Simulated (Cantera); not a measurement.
A closed system holds: 1 mol CH₃SiH₃, 0.082 mol C₃H₈, 130 mol H₂, at 4.30 mbar.

Points: T (K) = 1575, 1650, 1725, 1800, 1875, 1950, 2025, 2100, 2175, 2250, 2325, 2400, 2475.

Cantera's Mixture.equilibrate('TP', solver="vcs", rtol=1e-11, max_steps=5000) on the NASA tables stopped like this:

```
ene 3.136e-04  Si 7.052e-05  SiH 4.264e-06  CH4 2.552e-06  SiH2 1.646e-06  SiC2 1.563e-06  Si2C 1.097e-06
   condensed (mol): C(gr) 0.1717  SiC(b) 0.9892
T = 1950 K  P = 430 Pa  gas = 134.5 mol
   x: H2 9.819e-01  H 1.732e-02  C2H2,acetylene 5.366e-04  Si 2.512e-04  SiH 1.249e-05  SiC2 8.183e-06  Si2C 5.541e-06  SiH2 3.532e-06  CH4 2.017e-06
   condensed (mol): C(gr) 0.1367  SiC(b) 0.9614
T = 2025 K  P = 430 Pa  gas = 135.4 mol
   x: H2 9.693e-01  H 2.890e-02  C2H2,acetylene 8.772e-04  Si 8.133e-04  SiC2 3.777e-05  SiH 3.362e-05  Si2C 2.474e-05  SiH2 7.115e-06  CH4 1.606e-06
   condensed (mol): C(gr) 0.1218  SiC(b) 0.8724
ERROR: FAILURE its = 5001!

*******************************************************************************
CanteraError thrown by MultiPhase::equilibrate:
VCS solver failed. Return code: -1
*******************************************************************************
```

Problem. What got this run through?

Solution. Several could match; the one computed here: The failure is numerical, not chemical. The same input converged with solver="gibbs", rtol=1e-10, max_steps=50000, and the result passed a check of the equilibrium conditions:
```
T = 1575 K  P = 430 Pa  gas = 133.4 mol
   x: H2 9.993e-01  H 6.335e-04  C2H2,acetylene 2.108e-05  CH4 7.810e-06
   condensed (mol): C(gr) 0.2393  SiC(b) 1
T = 1650 K  P = 430 Pa  gas = 133.4 mol
   x: H2 9.986e-01  H 1.384e-03  C2H2,acetylene 4.555e-05  CH4 5.698e-06
   condensed (mol): C(gr) 0.2332  SiC(b) 0.9999
T = 1725 K  P = 430 Pa  gas = 133.5 mol
   x: H2 9.971e-01  H 2.828e-03  C2H2,acetylene 9.187e-05  CH4 4.270e-06  Si 3.974e-06
   condensed (mol): C(gr) 0.2215  SiC(b) 0.9994
T = 1800 K  P = 430 Pa  gas = 133.7 mol
   x: H2 9.944e-01  H 5.445e-03  C2H2,acetylene 1.744e-04  Si 1.779e-05  CH4 3.271e-06  SiH 1.327e-06
   condensed (mol): C(gr) 0.2015  SiC(b) 0.9973
T = 1875 K  P = 430 Pa  gas = 134 mol
   x: H2 9.897e-01  H 9.944e-03  C2H2,acetylene 3.136e-04  Si 7.052e-05  SiH 4.264e-06  CH4 2.552e-06  SiH2 1.646e-06  SiC2 1.563e-06  Si2C 1.097e-06
   condensed (mol): C(gr) 0.1717  SiC(b) 0.9892
T = 1950 K  P = 430 Pa  gas = 134.5 mol
   x: H2 9.819e-01  H 1.732e-02  C2H2,acetylene 5.366e-04  Si 2.512e-04  SiH 1.249e-05  SiC2 8.183e-06  Si2C 5.541e-06  SiH2 3.532e-06  CH4 2.017e-06
   condensed (mol): C(gr) 0.1367  SiC(b) 0.9614
T = 2025 K  P = 430 Pa  gas = 135.4 mol
   x: H2 9.693e-01  H 2.890e-02  C2H2,acetylene 8.772e-04  Si 8.133e-04  SiC2 3.777e-05  SiH 3.362e-05  Si2C 2.474e-05  SiH2 7.115e-06  CH4 1.606e-06
   condensed (mol): C(gr) 0.1218  SiC(b) 0.8724
T = 2100 K  P = 430 Pa  gas = 136.9 mol
   x: H2 9.495e-01  H 4.630e-02  Si 2.419e-03  C2H2,acetylene 1.372e-03  SiC2 1.559e-04  Si2C 9.896e-05  SiH 8.385e-05  SiH2 1.351e-05  Si2 2.457e-06  C2H 1.730e-06  CH4 1.279e-06  CH3 1.216e-06
   condensed (mol): C(gr) 0.2064  SiC(b) 0.6065
T = 2175 K  P = 430 Pa  gas = 139.2 mol
   x: H2 9.197e-01  H 7.139e-02  Si 5.896e-03  C2H2,acetylene 2.052e-03  SiC2 5.146e-04  Si2C 2.805e-04  SiH 1.724e-04  SiH2 2.140e-05  Si2 7.894e-06  C2H 5.143e-06  C4H2 1.863e-06  CH3 1.508e-06  CH4 1.010e-06
   condensed (mol): C(gr) 0.4888
T = 2250 K  P = 430 Pa  gas = 141.8 mol
   x: H2 8.837e-01  H 1.065e-01  Si 5.913e-03  C2H2,acetylene 2.958e-03  SiC2 6.840e-04  SiH 1.467e-04  Si2C 1.413e-04  SiH2 1.422e-05  C2H 1.414e-05  Si2 4.472e-06  C4H2 4.044e-06  CH3 1.816e-06  C3 1.511e-06
   condensed (mol): C(gr) 0.1848
T = 2325 K  P = 430 Pa  gas = 145.5 mol
   x: H2 8.363e-01  H 1.534e-01  Si 5.859e-03  C2H2,acetylene 3.451e-03  SiC2 7.434e-04  SiH 1.235e-04  Si2C 6.667e-05  C2H 3.044e-05  SiH2 9.417e-06  C4H2 5.839e-06  C3 4.763e-06  C 2.672e-06  Si2 2.566e-06  CH3 1.933e-06  C2H2,vinylidene 1.420e-06
   condensed (mol): none
T = 2400 K  P = 430 Pa  gas = 150.4 mol
   x: H2 7.762e-01  H 2.137e-01  Si 5.787e-03  C2H2,acetylene 3.349e-03  SiC2 6.875e-04  SiH 1.035e-04  C2H 5.305e-05  Si2C 3.032e-05  C3 1.110e-05  C 7.269e-06  SiH2 6.233e-06  C4H2 5.944e-06  CH3 1.834e-06  C2H2,vinylidene 1.834e-06  Si2 1.513e-06  C2 1.276e-06  SiC 1.227e-06  CH2 1.013e-06
   condensed (mol): none
T = 2475 K  P = 430 Pa  gas = 156.9 mol
   x: H2 7.027e-01  H 2.876e-01  Si 5.623e-03  C2H2,acetylene 3.178e-03  SiC2 6.305e-04  C2H 8.852e-05  SiH 8.486e-05  C3 2.474e-05  C 1.865e-05  Si2C 1.400e-05  C4H2 5.929e-06  SiH2 4.037e-06  C2 3.327e-06  C2H2,vinylidene 2.274e-06  CH3 1.675e-06  SiC 1.544e-06  CH2 1.409e-06  CH 1.318e-06
   condensed (mol): none
```

The gas is ideal and each condensed phase is pure. The feed counts by its element totals alone. Gases not in the tables: Si2H6 and higher silanes.
